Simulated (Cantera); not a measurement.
An adiabatic, constant-pressure homogeneous reactor starts with CH₄ : C₂H₆ : O₂ : N₂ : H₂O = 1 : 0.055 : 2.85 : 10.7 : 3.7 (molar parts), equivalence ratio 0.77, at 1700 K and 2.20 bar. Integrator tolerance rtol = 1e-08.

Computed with Cantera and GRI-Mech 3.0 (53 species, 325 reactions).

**Question.** What does this change do: constant volume in place of constant pressure?

**Answer.** 
```tsv
quantity	before	after
time of steepest temperature rise	57.2 µs	53.0 µs
temperature at 1.00 s	2583 K	2711 K
equilibrium temperature	2583 K	2711 K
x(CH₄) at 1.00 s	<1e-12 (gas-phase equilibrium <1e-12)	<1e-12 (gas-phase equilibrium <1e-12)
x(C₂H₆) at 1.00 s	<1e-12 (gas-phase equilibrium <1e-12)	<1e-12 (gas-phase equilibrium <1e-12)
x(O₂) at 1.00 s	0.0353 (gas-phase equilibrium 0.0353)	0.0359 (gas-phase equilibrium 0.0359)
x(CO₂) at 1.00 s	0.0494 (gas-phase equilibrium 0.0494)	0.0459 (gas-phase equilibrium 0.0459)
x(C₂H) at 1.00 s	<1e-12 (gas-phase equilibrium <1e-12)	<1e-12 (gas-phase equilibrium <1e-12)
```

**Question.** What does this change do: 0.052 parts H2 added?

**Answer.** 
```json
[
 {"quantity": "time of steepest temperature rise", "before": "57.2 µs", "after": "52.9 µs"},
 {"quantity": "temperature at 1.00 s", "before": "2583 K", "after": "2590 K"},
 {"quantity": "equilibrium temperature", "before": "2583 K", "after": "2590 K"},
 {"quantity": "x(CH₄) at 1.00 s", "before": "<1e-12 (gas-phase equilibrium <1e-12)", "after": "<1e-12 (gas-phase equilibrium <1e-12)"},
 {"quantity": "x(C₂H₆) at 1.00 s", "before": "<1e-12 (gas-phase equilibrium <1e-12)", "after": "<1e-12 (gas-phase equilibrium <1e-12)"},
 {"quantity": "x(O₂) at 1.00 s", "before": "0.0353 (gas-phase equilibrium 0.0353)", "after": "0.0343 (gas-phase equilibrium 0.0343)"},
 {"quantity": "x(CO₂) at 1.00 s", "before": "0.0494 (gas-phase equilibrium 0.0494)", "after": "0.0489 (gas-phase equilibrium 0.0489)"},
 {"quantity": "x(C₂H) at 1.00 s", "before": "<1e-12 (gas-phase equilibrium <1e-12)", "after": "<1e-12 (gas-phase equilibrium <1e-12)"}
]
```
